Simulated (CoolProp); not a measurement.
Values from CoolProp's reference Helmholtz-energy equation of state, Akasaka 2023.

Question: For R1224YDZ, give the phase and the Z, cp (kJ/(kg K)), cv (kJ/(kg K)), isothermal compressibility (1/MPa) at 356.8 K and 7.35 bar; 444.1 K and 7.35 bar; 473.1 K and 7.35 bar.

Answer: 
- 356.8 K and 7.35 bar: gas; Z 0.828, cp 1.01, cv 0.867, isothermal compressibility 1.71
- 444.1 K and 7.35 bar: gas; Z 0.930, cp 1.02, cv 0.937, isothermal compressibility 1.47
- 473.1 K and 7.35 bar: gas; Z 0.945, cp 1.04, cv 0.966, isothermal compressibility 1.44
